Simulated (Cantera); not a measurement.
# Equilibrium for silicon nitride deposition: SiH₂Cl₂ + N₂

Feed: 1 mol SiH₂Cl₂, 14 mol N₂, held at 13300 Pa.

Cantera equilibrium calculation (NASA polynomials, part measured and part estimated; ideal gas, pure solids and liquids). Candidate condensed phases: NH₄Cl, Si, Si₃N₄; 28 gas species. N₂ is the only nitrogen source here; it is nearly inert below about 1500 K, so the nitride shown seldom forms there in practice. The tables' values for SiCl₃, SiCl, SiN are old estimates; treat these amounts as uncertain. Rates play no part.

From 1100 K to 1900 K the condensed part is Si₃N₄(s). At 2000 K the condensed part is Si(l). The main Si-bearing gas is SiCl₄ at 1100 K and SiCl₂ at 2000 K. The share of Si in condensed phases is highest at 1300 K (83.5 %) and lowest at 2000 K (23.7 %).

| T (K) | x N₂ | x HCl | x H₂ | x SiCl₂ | x SiCl₄ | x SiCl₃ | n Si₃N₄(s) | n Si(l) |
|---|---|---|---|---|---|---|---|---|
| 1100 | 0.881 | 0.0849 | 0.0230 | 2.59e-6 | 0.0114 | 4.62e-5 | 0.275 | 0 |
| 1200 | 0.880 | 0.0873 | 0.0218 | 3.22e-5 | 0.0107 | 0.000198 | 0.277 | 0 |
| 1300 | 0.879 | 0.0889 | 0.0209 | 0.000265 | 0.00976 | 0.000660 | 0.278 | 0 |
| 1400 | 0.879 | 0.0892 | 0.0206 | 0.00152 | 0.00821 | 0.00172 | 0.274 | 0 |
| 1500 | 0.877 | 0.0863 | 0.0218 | 0.00602 | 0.00541 | 0.00320 | 0.258 | 0 |
| 1600 | 0.875 | 0.0779 | 0.0255 | 0.0154 | 0.00223 | 0.00373 | 0.223 | 0 |
| 1700 | 0.874 | 0.0644 | 0.0318 | 0.0263 | 0.000584 | 0.00280 | 0.178 | 0 |
| 1800 | 0.874 | 0.0499 | 0.0386 | 0.0358 | 0.000127 | 0.00168 | 0.136 | 0 |
| 1900 | 0.873 | 0.0375 | 0.0443 | 0.0429 | 2.71e-5 | 0.000929 | 0.101 | 0 |
| 2000 | 0.874 | 0.0301 | 0.0469 | 0.0461 | 7.18e-6 | 0.000537 | 0 | 0.237 |
x: gas mole fraction; n: condensed amount in mol.
